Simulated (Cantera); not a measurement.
An adiabatic, constant-volume homogeneous reactor starts with H2 : O2 : N2 : H2O = 1 : 1.39 : 5.22 : 0.99 (molar parts), at 1475 K and 1.01 bar. Integrator tolerance rtol = 1e-08.

Computed with Cantera and the H2/O2 subset of GRI-Mech 3.0, which has no nitrogen chemistry.

```tsv
quantity	before	after
time of steepest temperature rise	18.9 µs	0.555 ms
temperature at 6.00 s	2352 K	2041 K
equilibrium temperature	2352 K	2041 K
x(H2) at 6.00 s	0.00164 (gas-phase equilibrium 0.00164)	0.000213 (gas-phase equilibrium 0.000213)
x(O2) at 6.00 s	0.107 (gas-phase equilibrium 0.107)	0.109 (gas-phase equilibrium 0.109)
x(H2O) at 6.00 s	0.238 (gas-phase equilibrium 0.238)	0.244 (gas-phase equilibrium 0.244)
x(OH) at 6.00 s	0.0104 (gas-phase equilibrium 0.0104)	0.00283 (gas-phase equilibrium 0.00283)
x(HO2) at 6.00 s	9.80e-6 (gas-phase equilibrium 9.80e-6)	3.71e-6 (gas-phase equilibrium 3.71e-6)
```

**Question.** What was changed between the two runs?
(A) pressure from 1.01 bar to 10.0 bar
(B) initial temperature 1475 to 1050 K
(C) H2 1 to 0.31 parts
(D) constant pressure in place of constant volume

**Answer.** B, initial temperature 1475 to 1050 K
